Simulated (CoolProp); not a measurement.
n-nonane along the isobar 8.75 bar: Z from the reference equation and from simpler models built on Tc = 321.4 °C, pc = 22.82 bar, ω = 0.443; each cubic takes its own stable root.

Computed with CoolProp (reference Helmholtz-energy equation of state, Lemmon 2006). It is a short technical equation, of lower accuracy than the large ones.

| T (°C) | phase | reference | van der Waals | Soave-Redlich-Kwong |
|---|---|---|---|---|
| 124.95 | liquid | 0.05352 | 0.09700 | 0.06263 |
| 153.75 | liquid | 0.05202 | 0.09433 | 0.06095 |
| 182.65 | liquid | 0.05104 | 0.09297 | [?] |
| 211.45 | liquid | 0.05069 | 0.7650 | 0.06045 |
| 240.35 | liquid | 0.05118 | [?] | 0.06240 |
| 269.15 | gas | 0.7642 | [?] | 0.7830 |
| 298.05 | gas | 0.8180 | [?] | 0.8283 |
| 326.85 | gas | 0.8551 | 0.8760 | 0.8617 |

Question: What belongs in the gaps?

Answer: 
- 182.65, Soave-Redlich-Kwong: 0.06016
- 240.35, van der Waals: 0.8045
- 269.15, van der Waals: 0.8341
- 298.05, van der Waals: 0.8574

At some of these states van der Waals gives the other phase, because its saturation line lies elsewhere.
